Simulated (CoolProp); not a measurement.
Vapour pressure (bar) of cyclohexane: the reference equation beside estimates from Tc = 280.5 °C, pc = 40.81 bar, ω = 0.209. Clausius-Clapeyron is anchored at 48.15 °C with a constant enthalpy of vaporisation of 31.80 kJ/mol.

The numbers come from the reference Helmholtz-energy equation of state, Zhou 2014 in CoolProp.

```csv
T (°C),reference,Lee-Kesler,Clausius-Clapeyron,van der Waals,Redlich-Kwong,Peng-Robinson
40.25,0.2489,0.2480,0.2507,2.513,0.4416,0.2597
48.15,0.3384,0.3369,0.3384,2.918,0.5842,0.3500
56.15,0.4537,0.4516,0.4518,3.372,0.7626,0.4656
64.05,0.5964,0.5939,0.5932,3.865,0.9770,0.6081
72.05,0.7750,0.7722,0.7715,4.411,1.238,0.7858
79.95,0.9902,0.9874,0.9885,5.001,1.544,0.9993
87.95,1.253,1.251,1.257,5.649,1.908,1.260
95.85,1.563,1.561,1.576,6.341,2.327,1.566
103.85,1.933,1.933,1.964,7.098,2.816,1.932
111.75,2.362,2.363,2.419,7.901,3.369,2.356
```

Absolute difference from the reference over all 10 rows, mean and median: Lee-Kesler 0.3 and 0.3 %, Clausius-Clapeyron 0.7 and 0.5 %, van der Waals 489.6 and 437.1 %, Redlich-Kwong 58.7 and 57.8 %, Peng-Robinson 1.6 and 1.2 %.
